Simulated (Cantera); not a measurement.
Feed: 1 mol BN, 24 mol H2O, a varied amount of N2, held at 627 °C and 4.80 mbar.

Method: chemical equilibrium by Gibbs-energy minimisation in Cantera with the NASA 1993 tables (ideal gas, pure condensed phases). Candidate condensed phases: B, BN, B2O3, B3O3H3, H2O; 39 gas species. Gases not in the tables: H3BO3. Kinetics and transport are ignored.

Q: At 9.3 mol N2, list the 5 most abundant gas species with their mole fractions, and the condensed phases.

A: H2O 0.664, N2 0.290, H2 0.0444, (HBO2)3 0.00181, HBO2 2.97e-5. Condensed: B2O3(l).
